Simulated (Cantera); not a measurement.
**Transport properties of process gases**

Gas mixture: 43.9 % CH4, 41.5 % C2H4, 14.6 % C2H6, at 6.40 bar, frozen composition.

Cantera's kinetic-theory transport with the Lennard-Jones parameters of GRI-Mech 3.0, ideal gas; thermal conductivity in the mixture-averaged form. The composition is frozen, though it would react at the higher temperatures.

```
T (K)  ρ (kg/m³)  cp (J/kg/K)  μ (µPa s)  λ (mW/m/K)     Pr  D (cm²/s) H2  D (cm²/s) C2H2  D (cm²/s) O
-----  ---------  -----------  ---------  ----------  -----  ------------  --------------  -----------
400         4.44         2130       13.6        40.6  0.715         0.171          0.0384       0.0733
550         3.23         2675       17.8        65.9  0.723         0.295          0.0687        0.128
700         2.54         3150       21.5        93.1  0.727         0.443           0.105        0.193
850         2.09         3526       24.8         121  0.725         0.613           0.148        0.268
1000        1.78         3869       27.9         148  0.728         0.803           0.196        0.353
1150        1.54         4142       30.8         175  0.729          1.01           0.248        0.446
1300        1.37         4373       33.5         201  0.728          1.24           0.306        0.547
```
D: mixture-averaged diffusion coefficient of that species in the mixture.
